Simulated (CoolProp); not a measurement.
Acetone along the isobar 1850 kPa: density (kg/m³) from the reference equation and from simpler models built on Tc = 235.0 °C, pc = 4692 kPa, ω = 0.307; each cubic takes its own stable root.

Computed with CoolProp (reference Helmholtz-energy equation of state, Lemmon 2006). It is a short technical equation, of lower accuracy than the large ones.

```tsv
T (°C)	phase	reference	van der Waals	Soave-Redlich-Kwong
185.85	gas	38.94	34.19	36.47
198.85	gas	35.98	32.69	34.31
211.85	gas	33.71	31.35	32.50
224.85	gas	31.87	30.14	30.94
237.85	gas	30.33	29.04	29.58
250.85	gas	29.00	28.04	28.38
263.85	gas	27.83	27.11	27.30
276.85	gas	26.79	26.25	26.32
```
